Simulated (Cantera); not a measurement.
A closed system holds: 1 mol Fe₂O₃, 0.35 mol C, 5.6 mol H₂, equilibrated at 1673.15 K and 1.33 mbar.

These are equilibrium values from Cantera (NASA tables, ideal gas, pure condensed phases), not measurements of a reactor. Candidate condensed phases: C, C₆H₆, C₇H₈, C₈H₁₈, Fe, Fe(CO)₅, FeO, Fe(OH)₂, Fe(OH)₃, Fe₂O₃, Fe₃O₄, H₂O; 114 gas species. Mutual solubility and eutectic melting of coexisting phases are not modelled. The tables' stoichiometric FeO is somewhat more stable than real wüstite, so its field is too wide. FeO: taken at fixed stoichiometry. The numbers say what is thermodynamically allowed, not how fast it happens.

Base state: H₂ 0.635, H₂O 0.300, CO 0.0512, CO₂ 0.00732, Fe 0.00302, H 0.00249, OH 5.66e-5, Fe(OH)₂ 2.00e-5 (mole fractions); condensed: Fe(δ) + FeO(l).

### Question
What changes in the equilibrium state with this change: C from 0.35 to 4.3 mol?

### Answer
| species | before | after |
|---|---|---|
| H₂ | 0.635 | 0.647 |
| CO | 0.0512 | 0.347 |
| Fe | 0.00302 | 0.00302 |
| H₂O | 0.300 | 1.68e-7 |
| CO₂ | 0.00732 | 2.73e-8 |
| OH | 5.66e-5 | <1e-9 |
| C₂H₂ (acetylene) | <1e-9 | 3.69e-5 |
| Fe(OH)₂ | 2.00e-5 | <1e-9 |
| FeO | 1.11e-5 | <1e-9 |
| Fe(δ), mol | 1.17 | 1.97 |
| FeO(l), mol | 0.811 | 0 |
| C(graphite), mol | 0 | 1.30 |
Iron dissolves carbon and melts from about 1420 K in contact with it, which pure phases cannot show. Condensed phases not in the tables: cementite and carbon dissolved in iron.

### Question
What changes in the equilibrium state with this change: temperature from 1673.15 K to 1200 K?

### Answer
```tsv
species	before	after
H₂	0.635	0.737
H₂O	0.300	0.204
CO	0.0512	0.0489
Fe	0.00302	3.72e-8
Fe(OH)₂	2.00e-5	8.62e-8
FeO	1.11e-5	<1e-9
OH	5.66e-5	1.03e-8
H	0.00249	4.64e-6
Fe(δ), mol	1.17	0
FeO(l), mol	0.811	0
Fe(γ), mol	0	0.624
FeO(s), mol	0	1.38
```

### Question
What changes in the equilibrium state with this change: temperature from 1673.15 K to 2475 K?

### Answer
```
species       before    after
-----------  -------  -------
H            0.00249    0.295
H₂             0.635    0.229
Fe           0.00302    0.192
O            1.79e-7   0.0347
OH           5.66e-5   0.0408
H₂O            0.300    0.157
CO            0.0512   0.0312
O₂           3.83e-8  0.00979
FeO          1.11e-5  0.00654
Fe(δ), mol      1.17        0
FeO(l), mol    0.811        0
```
